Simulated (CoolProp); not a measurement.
Vapour-liquid equilibrium of propane (1) + n-butane (2) at 254.3 K; x and y are mole fractions of (1).

The numbers come from the multi-fluid Helmholtz-energy mixture model, Lemmon 2009 and Bücker 2006; pair parameters Kunz 2012 in CoolProp.

```json
[
 {"x": "0.05", "bubble pressure, mixture model (bar)": "0.5736", "bubble pressure, Raoult's law (bar)": "0.5796", "y, mixture model": "0.208", "y, Raoult's law": "0.220"},
 {"x": "0.15", "bubble pressure, mixture model (bar)": "0.7720", "bubble pressure, Raoult's law (bar)": "0.7868", "y, mixture model": "0.468", "y, Raoult's law": "0.486"},
 {"x": "0.25", "bubble pressure, mixture model (bar)": "0.9737", "bubble pressure, Raoult's law (bar)": "0.9940", "y, mixture model": "0.624", "y, Raoult's law": "0.641"},
 {"x": "0.35", "bubble pressure, mixture model (bar)": "1.178", "bubble pressure, Raoult's law (bar)": "1.201", "y, mixture model": "0.728", "y, Raoult's law": "0.742"},
 {"x": "0.45", "bubble pressure, mixture model (bar)": "1.384", "bubble pressure, Raoult's law (bar)": "1.408", "y, mixture model": "0.802", "y, Raoult's law": "0.814"},
 {"x": "0.55", "bubble pressure, mixture model (bar)": "1.592", "bubble pressure, Raoult's law (bar)": "1.616", "y, mixture model": "0.858", "y, Raoult's law": "0.867"},
 {"x": "0.65", "bubble pressure, mixture model (bar)": "1.801", "bubble pressure, Raoult's law (bar)": "1.823", "y, mixture model": "0.901", "y, Raoult's law": "0.909"},
 {"x": "0.75", "bubble pressure, mixture model (bar)": "2.011", "bubble pressure, Raoult's law (bar)": "2.030", "y, mixture model": "0.936", "y, Raoult's law": "0.941"},
 {"x": "0.85", "bubble pressure, mixture model (bar)": "2.224", "bubble pressure, Raoult's law (bar)": "2.237", "y, mixture model": "0.965", "y, Raoult's law": "0.968"},
 {"x": "0.95", "bubble pressure, mixture model (bar)": "2.439", "bubble pressure, Raoult's law (bar)": "2.444", "y, mixture model": "0.989", "y, Raoult's law": "0.990"}
]
```

The largest gap from Raoult's law is -2.0 % in bubble pressure, at x = 0.25. No azeotrope shows between x = 0.05 and 0.95.

The pair parameters rest on a limited set of measurements; away from them the model extrapolates.
